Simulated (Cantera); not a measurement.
Charge: 1 mol Si, 0.43 mol CO2, 1.7 mol N2, held at 1802 °C and 13.3 mbar.

Equilibrium computed with Cantera from the NASA thermochemical tables; the gas is ideal and each condensed phase is pure. Mutual solubility and eutectic melting of coexisting phases are not modelled. The tables' values for SiN are old estimates; treat these amounts as uncertain. Kinetics and transport are ignored.

| species | before | after |
|---|---|---|
| N2 | 0.658 | 0.974 |
| SiO | 0.227 | 0.0117 |
| Si | 0.00764 | 0.00764 |
| CO | 0.106 | 0.00547 |
| Si2N | 0.000192 | 0.000234 |
| SiN | 0.000157 | 0.000191 |
| Si3 | 1.95e-5 | 1.95e-5 |
| Si2 | 9.42e-5 | 9.42e-5 |
| Si2C | 0.000284 | 0.000284 |
| Si(l), mol | 0.234 | 0.959 |
| SiC(s), mol | 0.156 | 0.00496 |
Gas species are given as mole fractions.

**Question.** Which change was made?
(A) temperature from 1802 °C to 902 °C
(B) Si replaced by SiC
(C) Si replaced by Si3N4
(D) CO2 from 0.43 to 0.015 mol

**Answer.** D, CO2 from 0.43 to 0.015 mol
